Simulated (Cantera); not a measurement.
Charge: 1 mol SiH4, 1.1 mol CO2, at 850 K and 0.290 bar.

Method: chemical equilibrium by Gibbs-energy minimisation in Cantera with the NASA 1993 tables (ideal gas, pure condensed phases). Equilibrium is a limit: real reactors are often held back by kinetics, nucleation or transport.

| species | before | after |
|---|---|---|
| H2 | 0.789 | 0.861 |
| CO | 0.0351 | 0.0536 |
| CH4 | 0.112 | 0.0462 |
| H2O | 0.0565 | 0.0326 |
| CO2 | 0.00768 | 0.00620 |
| C(graphite), mol | 0.810 | 0.885 |
| SiO2(β-quartz), mol | 1.00 | 1.00 |
Gas species are given as mole fractions.

What was changed between the two runs?
A) CO2 from 1.1 to 4.1 mol
B) temperature from 850 K to 698 K
C) pressure from 0.290 bar to 0.100 bar
D) CO2 from 1.1 to 17 mol

C, pressure from 0.290 bar to 0.100 bar
